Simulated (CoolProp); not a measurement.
Vapour-liquid equilibrium of propane (1) + isohexane (2) at 303.3 K; x and y are mole fractions of (1).

Values from CoolProp's multi-fluid Helmholtz-energy mixture model, Lemmon 2009 and Lemmon 2006; pair parameters Bell 2016.

Give the bubble pressure and the first vapour's composition at x = 0.125, 0.275, 0.35. Is there an azeotrope?

x = 0.125: 0.1562 MPa, y = 0.793; x = 0.275: 0.3033 MPa, y = 0.905; x = 0.35: 0.3775 MPa, y = 0.928. No azeotrope shows between x = 0.05 and 0.95.

The pair parameters rest on a limited set of measurements; away from them the model extrapolates.
